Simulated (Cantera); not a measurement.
A freely propagating, adiabatic, planar premixed flame of 3.36 % CH4, 3.36 % C2H6, 0.138 % C3H8, 19.6 % O2, 73.6 % N2, equivalence ratio 0.98, unburnt at 525 K and 0.247 atm; multicomponent+Soret transport, grid criteria slope 0.08 and curve 0.16, no radiation.

Detailed kinetics in Cantera: GRI-Mech 3.0 (53 species, 325 reactions). Burning velocities carry a grid error of a few per cent, more on coarse grids.

Question: Predict: laminar burning velocity; thermal thickness; peak x(C2H4); peak x(C2H2).

Answer: 
```json
{
  "laminar_burning_velocity": "129 cm/s",
  "thermal_thickness": "1.11 mm",
  "peak x(C2H4)": "0.00343",
  "peak x(C2H2)": "0.000633"
}
```
